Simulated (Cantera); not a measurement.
An isothermal plug-flow reactor at 800 K and 1.50 bar (inlet), inlet velocity 0.07 m/s, active area per volume 1100 1/m; feed CH4 : O2 : N2 = 0.0025 : 0.16 : 0.79 (molar parts), equivalence ratio 0.031.

Computed with Cantera and Deutschmann's 1995 Pt surface mechanism with GRI-Mech 3.0 gas chemistry. Catalytic surfaces can have several steady states; this one follows from the mechanism file's or the stated starting coverage. Mass transfer to the wall is taken as infinitely fast.

x: gas mole fraction; θ: surface coverage.

```json
[
 {"z (m)": "0.00015", "x CH4": "0.00262", "x O2": "0.168", "x H2O": "6.45e-6", "x CO2": "3.11e-6", "x CO": "1.16e-7", "θ free Pt": "0.0248", "θ O*": "0.975"},
 {"z (m)": "0.00026", "x CH4": "0.00262", "x O2": "0.168", "x H2O": "1.12e-5", "x CO2": "5.42e-6", "x CO": "1.72e-7", "θ free Pt": "0.0248", "θ O*": "0.975"},
 {"z (m)": "0.00046", "x CH4": "0.00261", "x O2": "0.168", "x H2O": "1.98e-5", "x CO2": "9.64e-6", "x CO": "2.37e-7", "θ free Pt": "0.0248", "θ O*": "0.975"},
 {"z (m)": "0.00082", "x CH4": "0.00261", "x O2": "0.168", "x H2O": "3.52e-5", "x CO2": "1.73e-5", "x CO": "2.87e-7", "θ free Pt": "0.0248", "θ O*": "0.975"},
 {"z (m)": "0.0015", "x CH4": "0.00259", "x O2": "0.168", "x H2O": "?", "x CO2": "?", "x CO": "3.07e-7", "θ free Pt": "0.0247", "θ O*": "0.975"},
 {"z (m)": "0.0026", "x CH4": "0.00257", "x O2": "0.168", "x H2O": "?", "x CO2": "?", "x CO": "3.07e-7", "θ free Pt": "0.0247", "θ O*": "0.975"},
 {"z (m)": "0.0046", "x CH4": "0.00253", "x O2": "0.168", "x H2O": "0.000194", "x CO2": "9.67e-5", "x CO": "3.02e-7", "θ free Pt": "0.0247", "θ O*": "0.975"},
 {"z (m)": "0.0082", "x CH4": "0.00245", "x O2": "0.168", "x H2O": "0.000341", "x CO2": "0.000170", "x CO": "2.94e-7", "θ free Pt": "0.0247", "θ O*": "0.975"},
 {"z (m)": "0.015", "x CH4": "0.00232", "x O2": "0.167", "x H2O": "0.000607", "x CO2": "0.000303", "x CO": "2.78e-7", "θ free Pt": "0.0247", "θ O*": "0.975"}
]
```

Q: Complete the blanks.

A: 
- 0.0015, x H2O: 6.41e-5
- 0.0015, x CO2: 3.18e-5
- 0.0026, x H2O: 0.000111
- 0.0026, x CO2: 5.50e-5
